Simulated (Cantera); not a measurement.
# Carbon deposition, reforming and gasification: C3H6 + CO2 + N2

A closed system holds: 1 mol C3H6, 0.081 mol CO2, 20 mol N2, held at 0.540 bar.

These are equilibrium values from Cantera (NASA tables, ideal gas, pure condensed phases), not measurements of a reactor. Candidate condensed phases: C, C6H6, C7H8, C8H18, H2O; 136 gas species. Rates play no part.

```csv
T (K),log p N2,log p H2,log p CH4,log p HCN,n C(graphite)
575,-0.31,-1.91,-1.54,-11.56,1.91
775,-0.32,-1.25,-2.20,-8.10,2.76
975,-0.33,-1.16,-3.23,-6.21,2.90
1175,-0.33,-1.16,-4.03,-4.99,2.91
1375,-0.33,-1.16,-4.61,-4.14,2.91
1575,-0.33,-1.16,-5.05,-3.50,2.90
1775,-0.33,-1.16,-5.39,-3.01,2.87
1975,-0.33,-1.16,-5.67,-2.62,2.81
2175,-0.33,-1.18,-5.91,-2.31,2.68
2375,-0.34,-1.20,-6.14,-2.06,2.47
```
log p: log10 of the partial pressure in bar; n: condensed amount in mol.

From 575 K to 2375 K the condensed part is C(graphite). The main C-bearing gas is CH4 at 575 K and HCN at 2375 K.
